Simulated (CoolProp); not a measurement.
R13 along the isobar 2800 kPa: fugacity coefficient from the reference equation and from simpler models built on Tc = 29.9 °C, pc = 3973 kPa, ω = 0.175; each cubic takes its own stable root.

The numbers come from the reference Helmholtz-energy equation of state, Platzer 1990 in CoolProp. This equation is an older, rougher fit; its heat capacities, sound speeds and derivatives of the liquid may be far off and weren't checked against measurements.

| T (°C) | phase | reference | van der Waals | Redlich-Kwong | Soave-Redlich-Kwong | Peng-Robinson |
|---|---|---|---|---|---|---|
| -109.95 | liquid | 0.006523 | 0.07324 | 0.009602 | 0.006297 | 0.006501 |
| -90.85 | liquid | 0.02328 | … | 0.03284 | 0.02286 | 0.02298 |
| -71.75 | liquid | 0.06228 | 0.2203 | 0.08307 | 0.06206 | … |
| -52.65 | liquid | 0.1350 | 0.3276 | … | 0.1362 | 0.1332 |
| -33.55 | liquid | 0.2500 | 0.4533 | 0.2964 | 0.2542 | 0.2473 |
| -14.35 | liquid | 0.4102 | 0.5928 | 0.4602 | 0.4186 | 0.4061 |
| 4.75 | liquid | 0.6072 | 0.7360 | 0.6468 | 0.6182 | 0.5996 |
| 23.85 | gas | 0.7477 | 0.7803 | 0.7527 | 0.7510 | 0.7315 |
| 42.95 | gas | 0.7976 | 0.8127 | 0.7952 | 0.7983 | 0.7788 |
| 62.15 | gas | 0.8351 | 0.8389 | 0.8285 | 0.8351 | 0.8160 |
| 81.25 | gas | 0.8642 | 0.8603 | 0.8549 | 0.8643 | 0.8457 |
| 100.35 | gas | 0.8873 | 0.8781 | 0.8765 | 0.8880 | 0.8700 |
| 119.45 | gas | 0.9061 | 0.8931 | 0.8943 | 0.9075 | 0.8902 |
| 138.65 | gas | 0.9216 | 0.9059 | 0.9092 | 0.9237 | 0.9071 |
| 157.75 | gas | 0.9344 | 0.9169 | 0.9217 | … | 0.9212 |
| 176.85 | gas | 0.9451 | 0.9263 | 0.9322 | 0.9485 | 0.9332 |

Problem. Complete the blanks.

Solution. 
- -90.85, van der Waals: 0.1351
- -71.75, Peng-Robinson: 0.06135
- -52.65, Redlich-Kwong: 0.1697
- 157.75, Soave-Redlich-Kwong: 0.9372
